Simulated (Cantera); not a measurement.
Cantera run, input and output.

```python
import numpy as np
import cantera as ct

gas = ct.Solution("gri30.yaml")
gas.TPX = 1275, 101325, {'N2O': 1, 'N2': 2.1}
inlet = ct.Reservoir(gas, clone=True)

reactor = ct.IdealGasConstPressureReactor(gas, energy="off", clone=False)
exhaust = ct.Reservoir(gas, clone=True)
tau = [14, 4.3, 1.3, 0.37, 0.11, 0.032, 0.0095, 0.0028][0]
for a, b in ((inlet, reactor), (reactor, exhaust)):
    ct.MassFlowController(a, b, mdot=lambda t: reactor.mass / tau)
net = ct.ReactorNet([reactor])
show = ['N2O', 'O2', 'O', 'NO', 'NO2', 'N2']

rows = []
print(f"{'tau/s':>10s}{'T/K':>9s}" + "".join(f"{s:>11s}" for s in show))
for tau in [14, 4.3, 1.3, 0.37, 0.11, 0.032, 0.0095, 0.0028]:
    net.initial_time = 0.0
    net.advance(30 * tau)
    before = gas.X
    net.advance(40 * tau)
    drift = np.max(np.abs(gas.X - before) / (gas.X + 1e-9))
    rows.append([gas.T, *gas[show].X, drift])
    print(f"{tau:10.3e}{gas.T:9.1f}" + "".join(f"{x:11.3e}" for x in gas[show].X))
```

Output:

```
     tau/s      T/K        N2O         O2          O         NO        NO2         N2
 1.400e+01   1275.0  1.380e-02  1.262e-01  1.162e-06  1.326e-02  1.303e-04  8.466e-01
 4.300e+00   1275.0  3.726e-02  1.138e-01  1.885e-06  1.784e-02  1.750e-04  8.310e-01
 1.300e+00   1275.0  8.872e-02  9.076e-02  2.862e-06  1.951e-02  1.905e-04  8.008e-01
 3.700e-01   1275.0  1.744e-01  5.618e-02  3.930e-06  1.498e-02  1.447e-04  7.543e-01
 1.100e-01   1275.0  2.534e-01  2.587e-02  4.654e-06  7.670e-03  7.182e-05  7.130e-01
 3.200e-02   1275.0  2.981e-01  9.108e-03  4.998e-06  2.820e-03  2.401e-05  6.899e-01
 9.500e-03   1275.0  3.148e-01  2.881e-03  5.110e-06  9.059e-04  5.924e-06  6.814e-01
 2.800e-03   1275.0  3.202e-01  8.635e-04  5.126e-06  2.732e-04  9.966e-07  6.786e-01
```

Cantera simulation using GRI-Mech 3.0 (53 species, 325 reactions); the numbers are that mechanism's predictions, not measurements. GRI-Mech 3.0 was tuned for natural gas; its chemistry of N2O as a main component is partial and can be far from experiment. The mechanism lacks the step 2 NO + O2 → 2 NO2, which can matter for NO2 below about 1400 K. The temperature is held fixed by assumption; the heat of reaction is taken as removed at once.
